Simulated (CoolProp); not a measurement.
Vapour-liquid equilibrium of ethylene (1) + n-perfluorobutane (2) at 258.1 K; x and y are mole fractions of (1).

Model: multi-fluid Helmholtz-energy mixture model, Smukala 2000 and Gao 2022; pair parameters Bell 2016, in CoolProp.

Q: Give the bubble pressure and the first vapour's composition at x = 0.05, 0.35, 0.5. Is there an azeotrope?

A: x = 0.05: 2.871 bar, y = 0.791; x = 0.35: 15.51 bar, y = 0.954; x = 0.5: 18.34 bar, y = 0.960. No azeotrope shows between x = 0.05 and 0.95.

Pair parameters are fitted to limited data, so mixtures are less certain than the pure fluids. The gap from Raoult's law changes sign with composition, which may be real or a fault of the pair parameters; it wasn't checked against measurements. With so large a gap from Raoult's law the liquid may split in two, which this calculation doesn't test in full.
